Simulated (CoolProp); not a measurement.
Model: reference Helmholtz-energy equation of state, Polt 1992, in CoolProp. This equation is an older, rougher fit; its heat capacities, sound speeds and derivatives of the liquid may be far off and weren't checked against measurements.

Task: Give the vapour pressure (bar), liquid density (kg/m³), vapour density (kg/m³), surface tension (mN/m) of saturated propyne at 352.4 K.

Result: 
```csv
T (K),p (bar),liquid density (kg/m³),vapour density (kg/m³),surface tension (mN/m)
352.4,22.1,513,41.9,4.70
```

Surface tension comes from a separate correlation (Mulero 2012).
